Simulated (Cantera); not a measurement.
Cantera run:

```python
import numpy as np
import cantera as ct

gas_names = """
    C CH CH2 CH3 CH2OH CH3O CH4 CH3OH CN CO CO2 COOH C2 C2H CHCO,ketyl C2H2,acetylene C2H2,vinylidene
    CH2CO,ketene C2H3,vinyl CH3CN CH3CO,acetyl C2H4 C2H4O,ethylen CH3CHO,ethanal CH3COOH (HCOOH)2 C2H5
    C2H6 CH3OCH3 C2H5OH CCN CNC C2N2 C2O C3 C3H3,propargyl C3H4,allene C3H4,propyne C3H4,cyclo-
    C3H5,allyl C3H6,propylene C3H6,cyclo- C3H6O C3H7,n-propyl C3H7,i-propyl C3H8 C3H8O,1propanol
    C3H8O,2propanol C3O2 C4 C4H2 C4H4,1,3-cyclo- C4H6,butadiene C4H6,2-butyne C4H6,cyclo- C4H8,1-butene
    C4H8,cis2-buten C4H8,tr2-butene C4H8,isobutene C4H8,cyclo- (CH3COOH)2 C4H9,n-butyl C4H9,i-butyl
    C4H9,s-butyl C4H9,t-butyl C4H10,isobutane C4H10,n-butane C4N2 C5 C5H6,1,3cyclo- C5H8,cyclo-
    C5H10,1-pentene C5H10,cyclo- C5H11,pentyl C5H11,t-pentyl C5H12,n-pentane C5H12,i-pentane
    CH3C(CH3)2CH3 C6H2 C6H5,phenyl C6H5O,phenoxy C6H6 C6H5OH,phenol C6H10,cyclo- C6H12,1-hexene
    C6H12,cyclo- C6H13,n-hexyl C7H7,benzyl C7H8 C7H8O,cresol C7H14,1-heptene C7H15,n-heptyl
    C7H16,n-heptane C8H8,styrene C8H10,ethylbenz C8H16,1-octene C8H17,n-octyl C8H18,isooctane
    C8H18,n-octane C9H19,n-nonyl C10H8,naphthale C10H21,n-decyl C12H9,o-bipheny C12H10,bipheny H HCN HCO
    HCCN HNC HNCO HNO HNO2 HNO3 HO2 H2 HCHO,formaldehy HCOOH H2O H2O2 N NCO NH NH2 NH3 NH2OH NO NO2 NO3
    N2 N2H2 N2H4 N2O O OH O2 O3
""".split()
cond_names = """
    C(gr) C6H6(L) C7H8(L) C8H18(L),n-octa H2O(s) H2O(L)
""".split()


def load(file, names, dense=False):
    # The tables refer to 1 bar. Condensed volumes are neglected.
    table = {s.name: s for s in ct.Species.list_from_file(file)}
    out = []
    for n in names:
        d = dict(table[n].input_data)
        d["thermo"] = dict(d["thermo"], **{"reference-pressure": 1e5})
        if dense:
            d["equation-of-state"] = {"model": "constant-volume", "density": "1e6 g/cm^3"}
        out.append(ct.Species.from_dict(d))
    return out


gas = ct.Solution(thermo="ideal-gas", species=load("nasa_gas.yaml", gas_names))
cond = {s.name: ct.Solution(thermo="fixed-stoichiometry", species=[s], name=s.name)
        for s in load("nasa_condensed.yaml", cond_names, dense=True)}
atoms = {
    'C3H8': {'C': 3, 'H': 8},
    'CO2': {'C': 1, 'O': 2},
    'N2': {'N': 2},
}
top_T = {'C(gr)': 4500}  # K; cautious upper limits of use, not melting points


def equilibrate(T, P, feed):
    n = {}
    for name, mol in feed.items():
        for a, k in atoms[name].items():
            n[a] = n.get(a, 0.0) + k * mol
    gas.TPX = T, P, n
    mass = sum(n.values()) * gas.mean_molecular_weight
    gas.equilibrate("TP")
    valid = [c for c in cond.values() if c.min_temp <= T <= top_T.get(c.name, c.max_temp)]
    mix = ct.Mixture([(gas, mass / gas.mean_molecular_weight)] + [(c, 0.0) for c in valid])
    mix.T, mix.P = T, P
    mix.equilibrate("TP", solver="vcs", rtol=1e-11, max_steps=5000)
    return mix


results = []
feed = {'C3H8': 1, 'CO2': 0.029, 'N2': 1.2}  # mol
T = 2298.15  # K
P = 1333.22  # Pa
mix = equilibrate(T, P, feed)
results.append((T, P, feed, dict(zip(mix.species_names, mix.species_moles))))
x = sorted(zip(gas.X, gas.species_names), reverse=True)
print(f"T = {T:g} K  P = {P:g} Pa  gas = {mix.phase_moles(0):.4g} mol")
print("   x: " + "  ".join(f"{s} {v:.3e}" for v, s in x if v > 1e-05))
print("   condensed (mol): " + ("  ".join(f"{mix.phase(i).name} {mix.phase_moles(i):.4g}"
      for i in range(1, mix.n_phases) if mix.phase_moles(i) > 1e-12) or "none"))
```

Result:

```
T = 2298.15 K  P = 1333.22 Pa  gas = 5.446 mol
   x: H2 6.886e-01  N2 2.118e-01  H 6.889e-02  HCN 1.560e-02  CO 1.065e-02  C2H2,acetylene 2.948e-03  HNC 1.418e-03  CN 6.617e-05  C2H 1.326e-05
   condensed (mol): C(gr) 2.845
```

Equilibrium computed with Cantera from the NASA thermochemical tables; the gas is ideal and each condensed phase is pure.
